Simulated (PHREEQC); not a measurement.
Dissolve 0.2 mol/kgw K2SO4 and 0.011 mol/kgw PbCl2 at 25 °C. Closed to the air; pH follows from the charge balance.

Equilibrium calculation in PHREEQC: ion-association model, phreeqc.dat.

No solid was allowed to form.

Question: Estimate the pH.

Answer: pH 5.79.

Question: In which forms is S present?

Answer: SO4-2 64 %, KSO4- 30 %, Pb(SO4)2-2 3.2 %, PbSO4 3.0 % of the S.

The solution is supersaturated, for example in Anglesite, Pb(OH)2, so a real one may precipitate; this is no full list. Species that the database lacks are ignored.
